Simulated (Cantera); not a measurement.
Input: 1 mol Cu, 6 mol CO₂, a varied amount of H₂, equilibrated at 775 °C and 28000 Pa.

These are equilibrium values from Cantera (NASA tables, ideal gas, pure condensed phases), not measurements of a reactor. Candidate condensed phases: C, C₆H₆, C₇H₈, C₈H₁₈, Cu, CuO, Cu(OH)₂, Cu₂O, H₂O; 113 gas species. Rates play no part.

log p: log10 of the partial pressure in bar; n: condensed amount in mol.

| n(H₂) (mol) | log p H₂ | log p CO₂ | log p H₂O | log p CO | n Cu(s) |
|---|---|---|---|---|---|
| 1.2 | -2.06 | -0.71 | -1.42 | -1.42 | 1.00 |
| 2.3 | -1.63 | -0.83 | -1.27 | -1.27 | 1.00 |
| 4.4 | (withheld) | (withheld) | -1.18 | -1.18 | 1.00 |
| 8.6 | -1.00 | -1.30 | -1.19 | -1.19 | 1.00 |
| 17 | (withheld) | (withheld) | (withheld) | (withheld) | 1.00 |
| 33 | -0.70 | -2.13 | -1.45 | -1.45 | 1.00 |
| 64 | -0.63 | -2.62 | -1.66 | -1.67 | 1.00 |
| 120 | -0.60 | -3.13 | -1.89 | -1.91 | 1.00 |

**Question.** Fill in the missing entries.

**Answer.** 
- 17, log p H₂: -0.81
- 17, log p CO₂: -1.68
- 17, log p H₂O: -1.28
- 17, log p CO: -1.28
- 4.4, log p H₂: -1.28
- 4.4, log p CO₂: -1.02
